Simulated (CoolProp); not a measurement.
Vapour-liquid equilibrium of ethylene (1) + carbon dioxide (2) at 230.4 K; x and y are mole fractions of (1).

Model: multi-fluid Helmholtz-energy mixture model, Smukala 2000 and Span 1996; pair parameters Bell 2016, in CoolProp.

| x | bubble pressure, mixture model (MPa) | bubble pressure, Raoult's law (MPa) | y, mixture model | y, Raoult's law |
|---|---|---|---|---|
| 0.05 | 0.9878 | 0.9280 | 0.116 | 0.072 |
| 0.125 | 1.082 | 0.9602 | 0.238 | 0.174 |
| 0.2 | 1.153 | 0.9924 | 0.326 | 0.269 |
| 0.275 | 1.208 | 1.025 | 0.397 | 0.359 |
| 0.35 | 1.251 | 1.057 | 0.457 | 0.442 |
| 0.425 | 1.285 | 1.089 | 0.513 | 0.521 |
| 0.5 | 1.312 | 1.121 | 0.567 | 0.596 |
| 0.575 | 1.333 | 1.153 | 0.621 | 0.666 |
| 0.65 | 1.349 | 1.186 | 0.677 | 0.732 |
| 0.725 | 1.358 | 1.218 | 0.736 | 0.795 |
| 0.8 | 1.361 | 1.250 | 0.800 | 0.855 |
| 0.875 | 1.357 | 1.282 | 0.869 | 0.912 |
| 0.95 | 1.347 | 1.314 | 0.945 | 0.966 |

The largest gap from Raoult's law is +18.4 % in bubble pressure, at x = 0.35. y crosses x between x = 0.725 and 0.8: the model has an azeotrope there.

The pair parameters rest on a limited set of measurements; away from them the model extrapolates.
